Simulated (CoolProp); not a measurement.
Model: reference Helmholtz-energy equation of state, Span 1996, in CoolProp.

Question: For carbon dioxide, give the phase and the cv (kJ/(kg K)), Prandtl number at 337.1 K and 8.37 bar; 365.3 K and 8.37 bar.

Answer: 
- 337.1 K and 8.37 bar: gas; cv 0.706, Prandtl number 0.775
- 365.3 K and 8.37 bar: gas; cv 0.729, Prandtl number 0.766

Viscosity comes from a separate model (Laesecke 2017). Thermal conductivity comes from a separate model (Huber 2016).
